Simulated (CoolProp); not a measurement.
Dimethyl carbonate along the isotherm 600 K: fugacity coefficient from the reference equation and from simpler models built on Tc = 557.0 K, pc = 49.09 bar, ω = 0.346; each cubic takes its own stable root.

Computed with CoolProp (reference Helmholtz-energy equation of state, Zhou 2011).

| p (bar) | phase | reference | van der Waals | Redlich-Kwong | Soave-Redlich-Kwong | Peng-Robinson |
|---|---|---|---|---|---|---|
| 0.233 | gas | 0.9987 | 0.9988 | 0.9987 | 0.9988 | 0.9986 |
| 0.363 | gas | 0.9980 | 0.9982 | 0.9980 | 0.9981 | 0.9978 |
| 0.565 | gas | 0.9969 | 0.9972 | 0.9968 | 0.9970 | 0.9966 |
| 0.879 | gas | 0.9952 | 0.9956 | 0.9951 | 0.9953 | 0.9947 |
| 1.37 | gas | 0.9925 | 0.9931 | 0.9924 | 0.9927 | 0.9918 |
| 2.13 | gas | 0.9883 | 0.9893 | 0.9881 | 0.9887 | 0.9872 |
| 3.32 | gas | 0.9818 | 0.9833 | 0.9815 | 0.9825 | 0.9801 |
| 5.17 | gas | 0.9717 | 0.9740 | 0.9713 | 0.9727 | 0.9691 |
| 8.04 | gas | 0.9562 | 0.9596 | 0.9555 | 0.9578 | 0.9523 |
| 12.5 | gas | 0.9324 | 0.9374 | 0.9312 | 0.9347 | 0.9264 |
| 19.5 | gas | 0.8955 | 0.9025 | 0.8935 | 0.8991 | 0.8868 |
| 30.4 | gas | 0.8391 | 0.8484 | 0.8360 | 0.8446 | 0.8271 |
| 47.3 | gas | 0.7537 | 0.7635 | 0.7485 | 0.7626 | 0.7389 |
| 73.6 | supercritical | 0.6248 | 0.6214 | 0.6138 | 0.6397 | 0.6117 |
